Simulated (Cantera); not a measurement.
Charge: 1 mol CH₂F₂, 0.83 mol Si, held at 825 K and 100000 Pa.

Method: chemical equilibrium by Gibbs-energy minimisation in Cantera with the NASA 1993 tables (ideal gas, pure condensed phases). Candidate condensed phases: C, C₆H₆, C₇H₈, C₈H₁₈, Si, SiC; 113 gas species. The numbers say what is thermodynamically allowed, not how fast it happens.

Base state: H₂ 0.436, SiF₄ 0.389, CH₄ 0.172, SiHF₃ 0.00243 (mole fractions); condensed: C(graphite) + SiC(s).

What changes in the equilibrium state with this change: Si from 0.83 to 0.064 mol?


| species | before | after |
|---|---|---|
| HF | 4.61e-6 | 0.904 |
| H₂ | 0.436 | 0.0599 |
| SiF₄ | 0.389 | 0.0332 |
| CH₄ | 0.172 | 0.00324 |
| SiHF₃ | 0.00243 | <1e-9 |
| H₂F₂ | <1e-9 | 6.80e-5 |
| C(graphite), mol | 0.451 | 0.994 |
| SiC(s), mol | 0.329 | 0 |
